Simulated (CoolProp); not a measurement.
Vapour-liquid equilibrium of acetone (1) + n-heptane (2) at 2.99 bar; x and y are mole fractions of (1).

Model: multi-fluid Helmholtz-energy mixture model, Lemmon 2006 and Span 2003; pair parameters Bell 2016, in CoolProp.

```json
[
 {"x": "0.05", "bubble temperature (K)": "401.9", "y at the bubble point": "0.249", "dew temperature at overall composition x (K)": "411.1", "liquid density (mol/L)": "5.960"},
 {"x": "0.15", "bubble temperature (K)": "387.0", "y at the bubble point": "0.517", "dew temperature at overall composition x (K)": "406.6", "liquid density (mol/L)": "…"},
 {"x": "0.25", "bubble temperature (K)": "…", "y at the bubble point": "0.641", "dew temperature at overall composition x (K)": "401.9", "liquid density (mol/L)": "6.853"},
 {"x": "0.35", "bubble temperature (K)": "…", "y at the bubble point": "0.708", "dew temperature at overall composition x (K)": "396.7", "liquid density (mol/L)": "7.302"},
 {"x": "0.45", "bubble temperature (K)": "370.8", "y at the bubble point": "0.751", "dew temperature at overall composition x (K)": "391.1", "liquid density (mol/L)": "7.791"},
 {"x": "0.55", "bubble temperature (K)": "368.9", "y at the bubble point": "0.782", "dew temperature at overall composition x (K)": "384.9", "liquid density (mol/L)": "8.338"},
 {"x": "0.65", "bubble temperature (K)": "367.4", "y at the bubble point": "0.811", "dew temperature at overall composition x (K)": "378.0", "liquid density (mol/L)": "8.966"},
 {"x": "0.75", "bubble temperature (K)": "366.2", "y at the bubble point": "0.844", "dew temperature at overall composition x (K)": "370.9", "liquid density (mol/L)": "9.696"},
 {"x": "0.85", "bubble temperature (K)": "365.3", "y at the bubble point": "…", "dew temperature at overall composition x (K)": "366.0", "liquid density (mol/L)": "10.55"},
 {"x": "0.95", "bubble temperature (K)": "364.8", "y at the bubble point": "0.952", "dew temperature at overall composition x (K)": "364.8", "liquid density (mol/L)": "11.56"}
]
```

Question: Fill in the missing entries.

Answer: 
- 0.15, liquid density (mol/L): 6.416
- 0.25, bubble temperature (K): 378.7
- 0.35, bubble temperature (K): 373.8
- 0.85, y at the bubble point: 0.886

No azeotrope shows between x = 0.05 and 0.95.

The pair parameters rest on a limited set of measurements; away from them the model extrapolates.
